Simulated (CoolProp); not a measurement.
R22 at 298.15 K and 0.443 MPa flows at 9.7 m/s in a round tube of 1 mm bore and 0.25 µm roughness, fully developed (64/Re and Nu = 3.66 if laminar; Colebrook and Gnielinski if turbulent). Each further row changes one setting.

Values from CoolProp's reference Helmholtz-energy equation of state, Kamei 1995.

```json
[
 {"case": "as stated", "Reynolds number": "11600", "Darcy friction factor": "0.0301", "pressure drop (Pa/m)": "23400", "heat-transfer coefficient (W/(m² K))": "429", "mass flow (kg/h)": "0.454"},
 {"case": "velocity 19.4 m/s", "Reynolds number": "23300", "Darcy friction factor": "0.0255", "pressure drop (Pa/m)": "79600", "heat-transfer coefficient (W/(m² K))": "757", "mass flow (kg/h)": "0.909"},
 {"case": "diameter 2 mm", "Reynolds number": "23300", "Darcy friction factor": "0.0252", "pressure drop (Pa/m)": "9830", "heat-transfer coefficient (W/(m² K))": "374", "mass flow (kg/h)": "1.82"}
]
```

Viscosity comes from a separate model (Bell 2016), an estimate that may be off by 10 % or more. Thermal conductivity comes from a separate model (McLinden 2000), an estimate that may be off by 10 % or more.
